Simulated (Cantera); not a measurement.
## (CH3)2SiCl2 + C2H2 + H2 (silicon carbide growth)

Input: 1 mol (CH3)2SiCl2, 0.063 mol C2H2, 3.3 mol H2, held at 2075 K and 7.50 Torr.

Method: chemical equilibrium by Gibbs-energy minimisation in Cantera with the NASA 1993 tables (ideal gas, pure condensed phases). Candidate condensed phases: C, C6H6, C7H8, C8H18, Si, SiC; 109 gas species. The feed counts by its element totals alone. The tables' values for SiCl, SiCl3 are old estimates; treat these amounts as uncertain. Rates play no part.

| Property | Result |
|---|---|
| x(H2) | 0.721 |
| x(HCl) | 0.237 |
| x(H) | 0.0226 |
| x(SiCl2) | 0.0123 |
| x(Cl) | 0.00549 |
| x(C2H2 (acetylene)) | 0.000894 |
| x(Si) | 0.000730 |
| x(SiCl) | 0.000427 |
| x(SiCl3) | 6.10e-5 |
| n(C(graphite)) | 1.21 mol |
| n(SiC(s)) | 0.898 mol |
| gas amount | 7.475 mol |
| log10 activity of Si(l) (absent) | -1.14 |
